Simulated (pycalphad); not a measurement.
**Effect of Si content in Al-Si-Mn**

Computed with pycalphad from the COST 507 light-alloy database (1999), at 1 atm. The data set is of 1999 and partly superseded. Phase fractions are per mole of atoms.

```
alloy                       liquidus (°C)  first solid  solidus (°C)             phases at 577 °C
--------------------------  -------------  -----------  ------------  ---------------------------
Al-0.1966Si-1.194Mn (wt.%)            658          fcc           650  fcc 0.98, ALMNSI_ALPHA 0.02
Al-0.3Si-1.194Mn (wt.%)               657          fcc           648  fcc 0.98, ALMNSI_ALPHA 0.02
Al-0.3931Si-1.194Mn (wt.%)            657          fcc           645  fcc 0.97, ALMNSI_ALPHA 0.03
```

Database names, with the compositions (at.%) that they take in these runs: ALMNSI_ALPHA: Al 72-77 Mn 17 Si 6-11.
